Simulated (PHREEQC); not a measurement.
**Copper plating or etch bath (model solution)**

Consider water at 25 °C with 0.0079 mol/kgw Cu(BF4)2, 0.0063 mol/kgw HCl and 0.0095 mol/kgw H3BO3. Closed to the air; pH follows from the charge balance.

Computed with PHREEQC (ion-association model, wateq4f.dat).

Each row changes one thing in this solution. No solid was allowed to form.

```json
[
 {"case": "as made", "pH": "2.25", "ionic strength (mol/kgw)": "0.0299", "BF4- (mol/kgw)": "0.0135", "H3BO3 (mol/kgw)": "0.00994", "HF (mol/kgw)": "0.00357", "BF3OH- (mol/kgw)": "0.00138", "SI of CuF2:2H2O (CuF2:2H2O)": "-4.56", "SI of Tenorite (CuO)": "-5.49"},
 {"case": "temperature from 25 to 40 °C", "pH": "2.27", "ionic strength (mol/kgw)": "0.0295", "BF4- (mol/kgw)": "0.0131", "H3BO3 (mol/kgw)": "0.0102", "HF (mol/kgw)": "0.00478", "BF3OH- (mol/kgw)": "0.00135", "SI of CuF2:2H2O (CuF2:2H2O)": "-4.40", "SI of Tenorite (CuO)": "-4.93"},
 {"case": "HCl from 0.0063 to 0.00063 mol/kgw", "pH": "2.78", "ionic strength (mol/kgw)": "0.0254", "BF4- (mol/kgw)": "0.0130", "H3BO3 (mol/kgw)": "0.00960", "HF (mol/kgw)": "0.00265", "BF3OH- (mol/kgw)": "0.00179", "SI of CuF2:2H2O (CuF2:2H2O)": "-3.75", "SI of Tenorite (CuO)": "-4.42"},
 {"case": "HCl from 0.0063 to 0.00567 mol/kgw", "pH": "2.29", "ionic strength (mol/kgw)": "0.0293", "BF4- (mol/kgw)": "0.0134", "H3BO3 (mol/kgw)": "0.00991", "HF (mol/kgw)": "0.00349", "BF3OH- (mol/kgw)": "0.00140", "SI of CuF2:2H2O (CuF2:2H2O)": "-4.50", "SI of Tenorite (CuO)": "-5.41"},
 {"case": "HCl left out", "pH": "2.87", "ionic strength (mol/kgw)": "0.0250", "BF4- (mol/kgw)": "0.0129", "H3BO3 (mol/kgw)": "0.00956", "HF (mol/kgw)": "0.00251", "BF3OH- (mol/kgw)": "0.00187", "SI of CuF2:2H2O (CuF2:2H2O)": "-3.61", "SI of Tenorite (CuO)": "-4.24"},
 {"case": "H3BO3 replaced by HBF4 at the same molality", "pH": "1.90", "ionic strength (mol/kgw)": "0.0381", "BF4- (mol/kgw)": "0.0223", "H3BO3 (mol/kgw)": "0.00175", "HF (mol/kgw)": "0.00760", "BF3OH- (mol/kgw)": "0.00107", "SI of CuF2:2H2O (CuF2:2H2O)": "-4.63", "SI of Tenorite (CuO)": "-6.22"}
]
```

Species that the database lacks are ignored. Constants without temperature data keep their 25 °C values here. Real BF4- forms and hydrolyses slowly; the run takes it at equilibrium.
